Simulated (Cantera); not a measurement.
A Cantera script and what it prints.

```python
import numpy as np
import cantera as ct

gas_names = """
    CS2
""".split()
cond_names = """
    NiS(b) NiS(a) NiS(L) Ni3S4(s) C(gr)
""".split()


# ... load() reads the species with a 1 bar reference pressure and builds the phases ...
species = {s.name: s for s in load("nasa_gas.yaml", gas_names) + load("nasa_condensed.yaml", cond_names)}
# Each term lists the table entries of one substance; the one whose range holds T is used.
reactions = {
    'CS2(g) + 6 NiS = 2 Ni3S4 + C':
        [(-1, ['CS2']), (-6, ['NiS(b)', 'NiS(a)', 'NiS(L)']), (2, ['Ni3S4(s)']), (1, ['C(gr)'])],
}


def pick(names, T):
    return next(species[n] for n in names if species[n].thermo.min_temp <= T <= species[n].thermo.max_temp)


results = []
for label, terms in reactions.items():
    print(label)
    print("     T/K   dH/kJ  dS/(J/K)   dG/kJ   log10 K")
    for T in [448, 473, 498, 523, 548, 573, 598]:
        used = [(nu, pick(names, T)) for nu, names in terms]
        dH = sum(nu * s.thermo.h(T) for nu, s in used) / 1e6
        dS = sum(nu * s.thermo.s(T) for nu, s in used) / 1e3
        dG = dH - T * dS / 1e3
        logK = -dG * 1e6 / (ct.gas_constant * T * np.log(10))
        results.append((label, T, dH, dS, dG, logK, [s.name for _, s in used]))
        print(f"{T:8g} {dH:8.1f} {dS:8.1f} {dG:8.1f} {logK:8.2f}")
```

Result:

```
CS2(g) + 6 NiS = 2 Ni3S4 + C
     T/K   dH/kJ  dS/(J/K)   dG/kJ   log10 K
     448   -189.6   -171.0   -113.0    13.18
     473   -189.0   -169.6   -108.8    12.01
     498   -188.2   -168.1   -104.5    10.96
     523   -187.4   -166.5   -100.4    10.02
     548   -186.5   -164.8    -96.2     9.17
     573   -185.5   -163.0    -92.1     8.40
     598   -184.4   -161.1    -88.1     7.69
```

Cantera with NASA thermochemical tables; ideal gases at 1 bar, condensed phases pure. Condensed species are held in their standard states even where they would react or evaporate.
